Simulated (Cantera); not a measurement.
What does this Cantera script print?

```python
import numpy as np
import cantera as ct

gas_names = """
    H HNO HNO2 HNO3 HO2 H2 H2O H2O2 H2S H2SO4 N NH NH2 NH3 NH2OH NO NO2 NO3 N2 N2H2 N2H4 N2O O OH O2 O3
    S SH SN SO SO2 SO3 S2 S2O S8
""".split()
cond_names = """
    H2O(s) H2O(L) H2SO4(L) S(cr1) S(cr2) S(L)
""".split()


# ... load() reads the species with a 1 bar reference pressure and builds the phases ...
atoms = {
    'H2O': {'H': 2, 'O': 1},
    'SO2': {'S': 1, 'O': 2},
    'N2': {'N': 2},
}
top_T = {}  # K; cautious upper limits of use, not melting points


# ... equilibrate(T, P, feed) seeds the gas with the atoms and calls Mixture.equilibrate('TP', solver="vcs", rtol=1e-11, max_steps=5000) ...
results = []
feed = {'H2O': 1, 'SO2': 0.0074, 'N2': 2.2}  # mol
P = 62  # Pa
for T in [923, 1073, 1223, 1373, 1523, 1673, 1823, 1973, 2123, 2273, 2423]:
    mix = equilibrate(T, P, feed)
    results.append((T, P, feed, dict(zip(mix.species_names, mix.species_moles))))
    x = sorted(zip(gas.X, gas.species_names), reverse=True)
    print(f"T = {T:g} K  P = {P:g} Pa  gas = {mix.phase_moles(0):.4g} mol")
    print("   x: " + "  ".join(f"{s} {v:.3e}" for v, s in x if v > 1e-06))
    print("   condensed (mol): " + ("  ".join(f"{mix.phase(i).name} {mix.phase_moles(i):.4g}"
          for i in range(1, mix.n_phases) if mix.phase_moles(i) > 1e-12) or "none"))
```

Result:

```
T = 923 K  P = 62 Pa  gas = 3.207 mol
   x: N2 6.859e-01  H2O 3.118e-01  SO2 2.307e-03
   condensed (mol): none
T = 1073 K  P = 62 Pa  gas = 3.207 mol
   x: N2 6.859e-01  H2O 3.118e-01  SO2 2.307e-03  H2 5.323e-06  O2 2.450e-06
   condensed (mol): none
T = 1223 K  P = 62 Pa  gas = 3.207 mol
   x: N2 6.859e-01  H2O 3.117e-01  SO2 2.307e-03  H2 5.218e-05  O2 2.376e-05  OH 4.694e-06  NO 2.306e-06
   condensed (mol): none
T = 1373 K  P = 62 Pa  gas = 3.208 mol
   x: N2 6.858e-01  H2O 3.114e-01  SO2 2.306e-03  H2 3.137e-04  O2 1.395e-04  OH 4.197e-05  NO 1.493e-05  H 2.369e-06
   condensed (mol): none
T = 1523 K  P = 62 Pa  gas = 3.21 mol
   x: N2 6.854e-01  H2O 3.101e-01  SO2 2.303e-03  H2 1.328e-03  O2 5.766e-04  OH 2.434e-04  NO 6.680e-05  H 3.383e-05  O 5.320e-06  SO 1.950e-06
   condensed (mol): none
T = 1673 K  P = 62 Pa  gas = 3.216 mol
   x: N2 6.840e-01  H2O 3.060e-01  H2 4.321e-03  SO2 2.292e-03  O2 1.842e-03  OH 1.024e-03  H 3.006e-04  NO 2.280e-04  O 5.760e-05  SO 9.200e-06
   condensed (mol): none
T = 1823 K  P = 62 Pa  gas = 3.234 mol
   x: N2 6.800e-01  H2O 2.953e-01  H2 1.138e-02  O2 4.808e-03  OH 3.351e-03  SO2 2.255e-03  H 1.856e-03  NO 6.311e-04  O 4.201e-04  SO 3.336e-05
   condensed (mol): none
T = 1973 K  P = 62 Pa  gas = 3.28 mol
   x: N2 6.699e-01  H2O 2.713e-01  H2 2.487e-02  O2 1.056e-02  OH 8.848e-03  H 8.546e-03  O 2.238e-03  SO2 2.157e-03  NO 1.469e-03  SO 9.767e-05  S 1.512e-06
   condensed (mol): none
T = 2123 K  P = 62 Pa  gas = 3.393 mol
   x: N2 6.469e-01  H2O 2.251e-01  H2 4.489e-02  H 3.053e-02  O2 1.946e-02  OH 1.893e-02  O 9.127e-03  NO 2.905e-03  SO2 1.935e-03  SO 2.364e-04  S 8.902e-06
   condensed (mol): none
T = 2273 K  P = 62 Pa  gas = 3.639 mol
   x: N2 6.022e-01  H2O 1.524e-01  H 8.532e-02  H2 6.395e-02  OH 3.156e-02  O 2.890e-02  O2 2.884e-02  NO 4.803e-03  SO2 1.520e-03  SO 4.706e-04  S 4.108e-05  SH 2.051e-06
   condensed (mol): none
T = 2423 K  P = 62 Pa  gas = 4.077 mol
   x: N2 5.364e-01  H 1.816e-01  H2O 7.071e-02  O 6.950e-02  H2 6.506e-02  OH 3.733e-02  O2 3.120e-02  NO 6.359e-03  SO2 9.210e-04  SO 7.356e-04  S 1.534e-04  SH 4.806e-06  N 4.119e-06
   condensed (mol): none
```

Cantera equilibrium calculation (NASA polynomials, part measured and part estimated; ideal gas, pure solids and liquids).
